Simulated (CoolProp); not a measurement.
Propylene glycol along the isobar 4.81 MPa: density (kg/m³) from the reference equation and from simpler models built on Tc = 400.8 °C, pc = 7.292 MPa, ω = 0.327; each cubic takes its own stable root.

Computed with CoolProp (reference Helmholtz-energy equation of state, Eisenbach 2021).

```tsv
T (°C)	phase	reference	van der Waals	Redlich-Kwong	Peng-Robinson
280.75	liquid	…	508.4	712.3	855.9
286.85	liquid	782.5	502.1	701.6	…
292.85	liquid	773.9	495.6	690.7	831.3
298.85	liquid	…	488.8	679.5	818.3
304.85	liquid	755.7	481.6	667.7	804.7
310.85	liquid	746.0	473.9	655.4	790.5
316.85	liquid	…	465.8	…	775.5
322.85	liquid	725.5	457.0	628.9	759.6
328.85	liquid	714.4	447.3	614.4	742.7
334.85	liquid	702.7	436.6	598.9	724.7
340.85	liquid	690.2	111.7	582.1	705.3
346.85	liquid	676.8	107.9	563.6	684.2
```

Q: Fill in the missing entries.

A: 
- 280.75, reference: 791.0
- 286.85, Peng-Robinson: 843.7
- 298.85, reference: 764.9
- 316.85, reference: 736.0
- 316.85, Redlich-Kwong: 642.5

At some of these states van der Waals gives the other phase, because its saturation line lies elsewhere.
